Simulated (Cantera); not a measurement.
Input: 1 mol CaO, 0.31 mol O2, 14 mol N2, 0.00053 mol HF, equilibrated at 0.0280 bar.

Cantera equilibrium calculation (NASA polynomials, part measured and part estimated; ideal gas, pure solids and liquids). Candidate condensed phases: Ca, CaF2, CaO, Ca(OH)2, H2O; 47 gas species. Equilibrium is a limit: real reactors are often held back by kinetics, nucleation or transport.

Q: At 1200 °C, list the 4 most abundant gas species with their mole fractions, and the condensed phases.

A: N2 0.978, O2 0.0215, NO 0.000381, HF 3.14e-5. Condensed: CaO(s).
